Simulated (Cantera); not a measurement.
A closed system holds: 1 mol CF4, 0.008 mol CH4, held at 1700 K.

These are equilibrium values from Cantera (NASA tables, ideal gas, pure condensed phases), not measurements of a reactor. Candidate condensed phases: C, C6H6, C7H8, C8H18; 95 gas species. Gases not in the tables: C2F6 and larger saturated fluorocarbons. Kinetics and transport are ignored.

x: gas mole fraction; n: condensed amount in mol.

```json
[
 {"P (Pa)": "1", "x CF4": "0.633", "x F": "0.211", "x CF2": "0.128", "x HF": "0.0243", "x CF3": "___", "x CF": "0.000126", "n C(graphite)": "0"},
 {"P (Pa)": "10", "x CF4": "0.879", "x F": "0.0405", "x CF2": "0.0486", "x HF": "0.0295", "x CF3": "___", "x CF": "2.49e-5", "n C(graphite)": "0"},
 {"P (Pa)": "100", "x CF4": "0.943", "x F": "0.00685", "x CF2": "0.0182", "x HF": "0.0308", "x CF3": "___", "x CF": "5.49e-6", "n C(graphite)": "0.00797"},
 {"P (Pa)": "1000", "x CF4": "0.961", "x F": "0.00122", "x CF2": "0.00580", "x HF": "0.0311", "x CF3": "___", "x CF": "9.81e-7", "n C(graphite)": "0.0131"},
 {"P (Pa)": "10000", "x CF4": "0.966", "x F": "0.000218", "x CF2": "0.00184", "x HF": "0.0312", "x CF3": "___", "x CF": "1.75e-7", "n C(graphite)": "0.0150"},
 {"P (Pa)": "100000", "x CF4": "0.968", "x F": "3.88e-5", "x CF2": "0.000582", "x HF": "0.0312", "x CF3": "___", "x CF": "3.11e-8", "n C(graphite)": "0.0156"}
]
```

Question: Some entries are withheld; supply them.

Answer: 
- 1, x CF3: 0.00311
- 10, x CF3: 0.00226
- 100, x CF3: 0.00143
- 1000, x CF3: 0.000815
- 10000, x CF3: 0.000460
- 100000, x CF3: 0.000259
